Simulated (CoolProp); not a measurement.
A Linde-Hampson liquefier for nitrogen: isothermal reversible compression at 250 K from 1 atm to 10 MPa, throttling to 1 atm, return gas leaving the recuperator 10 K below the feed. Each further row changes one setting.

Values from CoolProp's reference Helmholtz-energy equation of state, Span 2000.

```
case                        liquid yield per pass  compression work (kJ/kg of gas)
--------------------------  ---------------------  -------------------------------
as stated                                       …                              336
high pressure 20 MPa                            …                                …
warm-end temperature 280 K                      …                              380
warm-end gap 15 K                               …                              336
```

What belongs in the gaps?


- as stated, liquid yield per pass: 0.051
- high pressure 20 MPa, liquid yield per pass: 0.103
- high pressure 20 MPa, compression work (kJ/kg of gas): 386
- warm-end temperature 280 K, liquid yield per pass: 0.030
- warm-end gap 15 K, liquid yield per pass: 0.037
